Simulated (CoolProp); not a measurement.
Model: reference Helmholtz-energy equation of state, Span 1996, in CoolProp.

Q: For carbon dioxide, give the phase and the Z, cp (kJ/(kg K)), cv (kJ/(kg K)), isothermal compressibility (1/MPa) at 337.6 K and 24600 kPa; 337.6 K and 41000 kPa; 337.6 K and 73800 kPa.

A: 
- 337.6 K and 24600 kPa: supercritical; Z 0.507, cp 2.22, cv 0.911, isothermal compressibility 0.0149
- 337.6 K and 41000 kPa: supercritical; Z 0.730, cp 1.83, cv 0.906, isothermal compressibility 0.00576
- 337.6 K and 73800 kPa: supercritical; Z 1.16, cp 1.64, cv 0.918, isothermal compressibility 0.00257
